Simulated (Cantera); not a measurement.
A freely propagating, adiabatic, planar premixed flame of 18.0 % H₂, 16.4 % O₂, 45.9 % N₂, 19.8 % H₂O, equivalence ratio 0.55, unburnt at 650 K and 900 Torr; multicomponent+Soret transport, grid criteria slope 0.08 and curve 0.16, no radiation.

Detailed kinetics in Cantera: the H2/O2 subset of GRI-Mech 3.0, which has no nitrogen chemistry. Burning velocities carry a grid error of a few per cent, more on coarse grids. Lean hydrogen flames are cellular in practice and burn faster than this planar one.

x: mole fraction of selected species; z is measured from the peak of heat release.

```csv
z (mm),T (K),u (m/s),x H₂,x O₂,x H₂O,x H,x HO₂,x OH
-0.913,650,2.76,0.179,0.164,0.198,<1e-8,1.03e-8,<1e-8
-0.609,650,2.75,0.178,0.164,0.198,<1e-8,1.92e-7,<1e-8
-0.457,651,2.74,0.175,0.165,0.199,<1e-8,1.76e-6,<1e-8
-0.304,655,2.73,0.165,0.166,0.202,1.73e-8,1.82e-5,<1e-8
-0.152,(withheld),2.97,0.129,0.170,0.217,5.36e-5,0.000449,4.86e-5
-0.0761,(withheld),3.79,0.0952,0.159,0.250,0.00107,0.000442,0.000578
0,(withheld),4.91,0.0558,0.132,0.305,0.00468,0.000234,0.00238
0.0761,1470,5.74,0.0271,0.106,0.351,0.00693,0.000134,0.00590
0.152,1594,6.21,0.0148,0.0930,0.374,0.00601,8.91e-5,0.00843
0.304,1715,6.66,0.00780,0.0861,0.389,0.00315,5.10e-5,0.00918
0.609,1800,6.97,0.00383,0.0839,0.399,0.00102,2.43e-5,0.00741
1.22,1846,7.12,0.00146,0.0834,0.405,0.000232,9.54e-6,0.00491
2.44,1864,7.19,0.000506,0.0836,0.408,4.77e-5,3.81e-6,0.00301
```

Q: What belongs in the gaps?

A: 
- -0.152, T (K): 737
- -0.0761, T (K): 960
- 0, T (K): 1256
